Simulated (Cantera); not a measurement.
An adiabatic, constant-volume homogeneous reactor starts with 5.88 % CH4, 2.71 % H2, 20.8 % O2, 70.6 % N2, at 975 K and 1.00 bar.

Cantera simulation using GRI-Mech 3.0 (53 species, 325 reactions); the numbers are that mechanism's predictions, not measurements. Below about 1000 K GRI-Mech 3.0 lacks low-temperature oxidation paths.

Predict: time of steepest temperature rise; temperature at 0.300 s; equilibrium temperature; x(H2) at 0.300 s; x(O2) at 0.300 s; x(HCO) at 0.300 s; x(NO) at 0.300 s; x(CO2) at 0.300 s.


| Item | Result |
|---|---|
| time of steepest temperature rise | 21.7 ms |
| temperature at 0.300 s | 2549 K |
| equilibrium temperature | 2549 K |
| x(H2) at 0.300 s | 0.00241 (gas-phase equilibrium 0.00241) |
| x(O2) at 0.300 s | 0.0704 (gas-phase equilibrium 0.0704) |
| x(HCO) at 0.300 s | 1.95e-9 (gas-phase equilibrium 1.95e-9) |
| x(NO) at 0.300 s | 0.0137 (gas-phase equilibrium 0.0137) |
| x(CO2) at 0.300 s | 0.0531 (gas-phase equilibrium 0.0531) |
